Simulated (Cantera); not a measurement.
Input: 1 mol Pb, 0.11 mol N2, equilibrated at 59.0 Pa.

These are equilibrium values from Cantera (NASA tables, ideal gas, pure condensed phases), not measurements of a reactor. Candidate condensed phases: Pb; 4 gas species. Rates play no part.

Which condensed phases are stable at each of these points (T (K)): 650, 750, 850, 950, 1050, 1150, 1250, 1350, 1450, 1550?


```json
[
 {"T (K)": "650", "condensed phases": "Pb(l)", "Pb condensed (%)": "100.0"},
 {"T (K)": "750", "condensed phases": "Pb(l)", "Pb condensed (%)": "100.0"},
 {"T (K)": "850", "condensed phases": "Pb(l)", "Pb condensed (%)": "100.0"},
 {"T (K)": "950", "condensed phases": "Pb(l)", "Pb condensed (%)": "99.9"},
 {"T (K)": "1050", "condensed phases": "Pb(l)", "Pb condensed (%)": "99.1"},
 {"T (K)": "1150", "condensed phases": "Pb(l)", "Pb condensed (%)": "89.4"},
 {"T (K)": "1250", "condensed phases": "gas only", "Pb condensed (%)": "0.0"},
 {"T (K)": "1350", "condensed phases": "gas only", "Pb condensed (%)": "0.0"},
 {"T (K)": "1450", "condensed phases": "gas only", "Pb condensed (%)": "0.0"},
 {"T (K)": "1550", "condensed phases": "gas only", "Pb condensed (%)": "0.0"}
]
```

From 650 K to 1150 K the condensed part is Pb(l). From 1250 K to 1550 K nothing is condensed.
